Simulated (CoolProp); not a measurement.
Vapour-liquid equilibrium of toluene (1) + o-xylene (2) at 215.45 °C; x and y are mole fractions of (1).

The numbers come from the multi-fluid Helmholtz-energy mixture model, Lemmon 2006 and Zhou 2012; pair parameters Bell 2016 in CoolProp.

Question: Give the bubble pressure and the first vapour's composition at x = 0.35, 0.65, 0.85. Is there an azeotrope?

Answer: x = 0.35: 650.7 kPa, y = 0.490; x = 0.65: 799.9 kPa, y = 0.766; x = 0.85: 901.1 kPa, y = 0.907. No azeotrope shows between x = 0.05 and 0.95.

Pair parameters are fitted to limited data, so mixtures are less certain than the pure fluids.
